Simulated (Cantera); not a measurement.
Input: 1 mol MgSO₄, 0.47 mol CO₂, 8 mol H₂, held at 652 °C.

Equilibrium computed with Cantera from the NASA thermochemical tables; the gas is ideal and each condensed phase is pure. Candidate condensed phases: C, C₆H₆, C₇H₈, C₈H₁₈, H₂O, H₂SO₄, Mg, MgCO₃, MgO, Mg(OH)₂, MgS, MgSO₄, S; 130 gas species. Gases not in the tables: S₃ to S₇. Kinetics and transport are ignored.

### Question
At 10.0 Pa, list the 6 most abundant gas species with their mole fractions, and the condensed phases.

### Answer
H₂ 0.459, H₂O 0.373, H₂S 0.107, CO₂ 0.0342, CO 0.0208, S₂ 0.00511. Condensed: MgO(s).
